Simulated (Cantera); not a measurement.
A closed system holds: 1 mol SiHCl3, 35 mol N2, equilibrated at 1550 °C and 10.0 mbar.

Cantera equilibrium calculation (NASA polynomials, part measured and part estimated; ideal gas, pure solids and liquids). Candidate condensed phases: NH4Cl, Si, Si3N4; 28 gas species. The tables' values for SiCl3, SiCl are old estimates; treat these amounts as uncertain. Rates play no part.

### Question
What is the equilibrium state?

### Answer
* **x(N2)**: 0.945
* **x(SiCl2)**: 0.0261
* **x(HCl)**: 0.0241
* **x(Cl)**: 0.00214
* **x(H2)**: 0.00138
* **x(SiCl3)**: 0.000773
* **x(H)**: 0.000161
* **x(SiCl)**: 4.51e-5
* **x(SiCl4)**: 3.53e-5
* **gas amount**: 37.03 mol
* **log10 activity of Si(l) (absent)**: -1.68
